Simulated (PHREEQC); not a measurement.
Consider water at 25 °C with 0.16 mol/kgw CuSO4, 3.3e-05 mol/kgw HCl and 0.00022 mol/kgw Na2SO4. Closed to the air; pH follows from the charge balance.

Model: ion-association model, wateq4f.dat, run in PHREEQC.

### Question
The ionic strength comes out as 0.312 mol/kgw. What activity coefficients do HSO4-, H+, Cl-, CuOH+, Cu2(OH)2+2 get?

### Answer
HSO4- 0.70, H+ 0.78, Cl- 0.68, CuOH+ 0.69, Cu2(OH)2+2 0.29.

Precipitation was switched off in this run. Examples of supersaturated solids here: Antlerite, Brochantite. Others may be too. Complexes and solids missing from the database can't appear.
